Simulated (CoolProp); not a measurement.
Computed with CoolProp (reference Helmholtz-energy equation of state, Lemmon 2005). It is a short technical equation, of lower accuracy than the large ones.

Give the vapour pressure (kPa), enthalpy of vaporisation (kJ/kg), surface tension (mN/m) of saturated cis-2-butene at 273.7, 380.1 K.


```tsv
T (K)	p (kPa)	enthalpy of vaporisation (kJ/kg)	surface tension (mN/m)
273.7	89.6	417	17.2
380.1	1630	277	4.54
```

Surface tension comes from a separate correlation (Mulero 2014).
